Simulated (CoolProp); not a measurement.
Values from CoolProp's reference Helmholtz-energy equation of state, de Reuck 1990.

**Question.** Give the vapour pressure (bar), liquid density (kg/m³), vapour density (kg/m³), liquid cp (kJ/(kg K)) of saturated fluorine at 99.2, 103.2, 107.2 K.

**Answer.** 
```
T (K)  p (bar)  liquid density (kg/m³)  vapour density (kg/m³)  liquid cp (kJ/(kg K))
-----  -------  ----------------------  ----------------------  ---------------------
99.2      4.01                    1400                    20.2                   1.58
103.2     5.49                    1360                    27.2                   1.61
107.2     7.35                    1330                    36.0                   1.65
```
